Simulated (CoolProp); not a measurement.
A single-stage vapour-compression cycle with R404A: evaporating at 245.15 K (dew point), condensing at 269.15 K (bubble point), superheat 8 K, subcooling 5 K, compressor efficiency 0.8, no pressure losses. Each further row changes one setting.

The numbers come from the reference Helmholtz-energy equation of state, Lemmon 2003 in CoolProp. It is a pseudo-pure fit of the blend.

```
case                              cooling COP  pressure ratio  discharge temperature (K)  refrigerating effect (kJ/kg)  volumetric capacity (kJ/m³)
--------------------------------  -----------  --------------  -------------------------  ----------------------------  ---------------------------
as stated                                7.34            2.44                      286.8                           170                         1860
evaporating temperature 250.15 K   (withheld)            2.01                      284.6                           173                         2280
condensing temperature 264.15 K          9.42            2.07                      280.3                           176                         1930
subcooling 10 K                    (withheld)            2.44                      286.8                           176                         1930
superheat 18 K                           7.33            2.44                      297.0                    (withheld)                         1860
compressor efficiency 0.7                6.42            2.44                      290.2                           170                         1860
```

Problem. Some entries are withheld; supply them.

Solution. 
- evaporating temperature 250.15 K, cooling COP: 9.60
- subcooling 10 K, cooling COP: 7.63
- superheat 18 K, refrigerating effect (kJ/kg): 178
